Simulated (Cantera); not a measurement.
# Ignition delay

Mixture: 9.85 % CH₄, 9.46 % CO, 14.4 % O₂, 58.9 % N₂, 7.39 % H₂O, equivalence ratio 1.7, at 20.0 bar, adiabatic and at constant volume. Ignition delay is the time to a rise of 400 K.

Detailed kinetics in Cantera: GRI-Mech 3.0 (53 species, 325 reactions). The pressure lies above the range GRI-Mech 3.0 was tuned for (to about 10 atm).

```
T0 (K)  delay (ms)
------  ----------
1200          7.03
1300          1.81
1400         0.543
1500         0.183
1600        0.0675
1700        0.0271
1800        0.0119
1900       0.00572
2000       0.00302
```

| Property | Result |
|---|---|
| apparent activation energy between 1800 and 2000 K | 200 kJ/mol |
